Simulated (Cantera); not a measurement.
Ni + NH3 + H2 (metals in furnace atmospheres)

Input: 1 mol Ni, 5.6 mol NH3, 210 mol H2, at 1.00 bar.

Method: chemical equilibrium by Gibbs-energy minimisation in Cantera with the NASA 1993 tables (ideal gas, pure condensed phases). Candidate condensed phases: Ni; 10 gas species. The numbers say what is thermodynamically allowed, not how fast it happens.

```tsv
T (K)	x H2	x N2	x H	x Ni	n Ni(s)	n Ni(l)
900	0.987	0.0126	1.16e-10	<1e-12	1.00	0
1000	0.987	0.0126	2.26e-9	<1e-12	1.00	0
1100	0.987	0.0126	2.57e-8	<1e-12	1.00	0
1200	0.987	0.0126	1.96e-7	1.08e-11	1.00	0
1300	0.987	0.0127	1.10e-6	2.83e-10	1.00	0
1400	0.987	0.0127	4.83e-6	4.61e-9	1.000	0
1500	0.987	0.0127	1.75e-5	5.14e-8	1.000	0
1600	0.987	0.0127	5.40e-5	4.22e-7	1.000	0
1700	0.987	0.0127	0.000146	2.69e-6	0.999	0
1800	0.987	0.0127	0.000356	1.32e-5	0	0.997
1900	0.987	0.0127	0.000788	5.37e-5	0	0.988
2000	0.986	0.0126	0.00161	0.000189	0	0.958
```
x: gas mole fraction; n: condensed amount in mol.

From 900 K to 1700 K the condensed part is Ni(s). From 1800 K to 2000 K the condensed part is Ni(l).
